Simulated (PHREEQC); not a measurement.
0.12 g of hydrous ferric oxide (600 m²/g; 0.2 weak and 0.005 strong sites per Fe, Dzombak-Morel constants, diffuse double layer) in 1 kg of water with 0.005 mol/kgw of an inert sodium salt and 3.3e-05 mol/kgw ZnCl2 and 3.7e-05 mol/kgw NaF, at 25 °C; the pH is set by adding NaOH or the inert anion's acid. O2 is buffered at 0.21 atm. The system is closed to CO2. No solid was allowed to form.

The series has 17 steps of pH, from 3 to 11.

The numbers come from PHREEQC with the ion-association model, wateq4f.dat.

Problem. Near which pH is half of the Zn sorbed, and on which side is more sorbed?

Solution. Near pH 6.8, with more sorbed at higher pH.

Problem. Near which pH is half of the F sorbed, and on which side is more sorbed?

Solution. Near pH 5.7, with more sorbed at lower pH.

Problem. At which pH does the surface charge pass through zero?

Solution. Near pH 8.4.

The oxide is taken as insoluble; below pH 4 it would dissolve.
